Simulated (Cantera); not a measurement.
**Thermodynamics of titanium nitride, carbide and oxide coatings, feed TiCl4 + H2O + H2**

Input: 1 mol TiCl4, 6.9 mol H2O, 6.5 mol H2, at 1175 K and 0.0975 Torr.

Equilibrium computed with Cantera from the NASA thermochemical tables; the gas is ideal and each condensed phase is pure. Candidate condensed phases: H2O, Ti, TiCl2, TiCl3, TiCl4, TiO, TiO2, Ti2O3, Ti3O5, Ti4O7; 23 gas species. Condensed phases not in the tables: TiOCl. Rates play no part.

```
Property                                 Value
-----------------------------------  ---------
x(H2)                                    0.422
x(H2O)                                   0.318
x(HCl)                                   0.260
x(H)                                   6.98e-6
x(Cl)                                  3.76e-6
n(TiO2(rutile))                       1.00 mol
gas amount                           15.40 mol
log10 activity of Ti4O7(s) (absent)      -2.97
log10 activity of Ti3O5(s) (absent)      -3.18
log10 activity of Ti2O3(s) (absent)      -3.61
```
